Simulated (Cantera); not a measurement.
# Thermodynamics of silicon epitaxy and polysilicon growth, feed SiH2Cl2 + Cl2 + N2 + HCl

Charge: 1 mol SiH2Cl2, 0.024 mol Cl2, 4 mol N2, 0.84 mol HCl, held at 1198 K and 1.00 bar.

Method: chemical equilibrium by Gibbs-energy minimisation in Cantera with the NASA 1993 tables (ideal gas, pure condensed phases). Candidate condensed phases: NH4Cl, Si, Si3N4; 28 gas species. N2 is the only nitrogen source here; it is nearly inert below about 1500 K, so the nitride shown seldom forms there in practice. The tables' values for SiCl3 are old estimates; treat these amounts as uncertain. Rates play no part.

* **x(N2)**: 0.588
* **x(HCl)**: 0.240
* **x(H2)**: 0.113
* **x(SiCl4)**: 0.0580
* **x(SiHCl3)**: 0.000736
* **x(SiCl3)**: 0.000316
* **x(SiCl2)**: 1.53e-5
* **x(NH3)**: 5.64e-6
* **x(SiH2Cl2)**: 1.22e-6
* **n(Si3N4(s))**: 0.214 mol
* **gas amount**: 6.079 mol
* **log10 activity of Si(s) (absent)**: -4.89
